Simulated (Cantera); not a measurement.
A closed system holds: 1 mol CHF3, 0.5 mol H2, 0.68 mol HCl, held at 0.00133 bar.

Method: chemical equilibrium by Gibbs-energy minimisation in Cantera with the NASA 1993 tables (ideal gas, pure condensed phases). Candidate condensed phases: C, C6H6, C7H8, C8H18; 118 gas species. Gases not in the tables: C2F6 and larger saturated fluorocarbons. Equilibrium is a limit: real reactors are often held back by kinetics, nucleation or transport.

Problem. What share of the C ends up in condensed phases as a function of T (°C), at 1027, 1127, 1227, 1327, 1427, 1527, 1627, 1727, 1827, 1927?

Solution. 
| T (°C) | C condensed (%) | as |
|---|---|---|
| 1027 | 84.1 | C(graphite) |
| 1127 | 86.9 | C(graphite) |
| 1227 | 89.2 | C(graphite) |
| 1327 | 90.5 | C(graphite) |
| 1427 | 91.0 | C(graphite) |
| 1527 | 91.1 | C(graphite) |
| 1627 | 91.0 | C(graphite) |
| 1727 | 92.0 | C(graphite) |
| 1827 | 94.4 | C(graphite) |
| 1927 | 96.6 | C(graphite) |
